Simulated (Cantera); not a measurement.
Charge: 1 mol AlCl₃, 270 mol NH₃, 47 mol H₂, held at 750 K and 15.8 Torr.

Cantera equilibrium calculation (NASA polynomials, part measured and part estimated; ideal gas, pure solids and liquids). Candidate condensed phases: Al, AlCl₃, AlN, NH₄Cl; 20 gas species. Rates play no part.

Base state: H₂ 0.766, N₂ 0.229, HCl 0.00509, NH₃ 3.44e-5 (mole fractions); condensed: AlN(s).

What changes in the equilibrium state with this change: temperature from 750 K to 1625 K?


| species | before | after |
|---|---|---|
| H₂ | 0.766 | 0.765 |
| N₂ | 0.229 | 0.229 |
| HCl | 0.00509 | 0.00337 |
| AlCl | <1e-9 | 0.00167 |
| H | <1e-9 | 0.000426 |
| AlCl₂ | <1e-9 | 2.46e-5 |
| NH₃ | 3.44e-5 | 2.94e-7 |
| AlN(s), mol | 0.999 | 0 |
The tables' values for AlCl₂ are old estimates; treat these amounts as uncertain.
